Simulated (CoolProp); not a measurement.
Vapour-liquid equilibrium of isobutane (1) + n-butane (2) at 269.7 K; x and y are mole fractions of (1).

Computed with CoolProp (multi-fluid Helmholtz-energy mixture model, Bücker 2006 and Bücker 2006; pair parameters Kunz 2012).

Task: Give the bubble pressure and the first vapour's composition at x = 0.45, 0.65, 0.85. Is there an azeotrope?

Result: x = 0.45: 0.1121 MPa, y = 0.551; x = 0.65: 0.1217 MPa, y = 0.735; x = 0.85: 0.1314 MPa, y = 0.894. No azeotrope shows between x = 0.05 and 0.95.

The pair parameters rest on a limited set of measurements; away from them the model extrapolates.
